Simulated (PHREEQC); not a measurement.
Make-up at 30 °C: 120 mmol/kgw H2SO4, 0.6 mmol/kgw LiCl and 0.096 mmol/kgw Rb2SO4. It is in equilibrium with CO2 at log p = 0 (atm). Otherwise closed; pH follows from the charge balance.

Computed with PHREEQC (ion-association model, wateq4f.dat).

### Question
The ionic strength comes out as 0.160 mol/kgw. What activity coefficients do Rb+, Li+, H+, SO4-2, Cl- get?

### Answer
Rb+ 0.76, Li+ 0.77, H+ 0.81, SO4-2 0.31, Cl- 0.73.

Precipitation was switched off in this run.
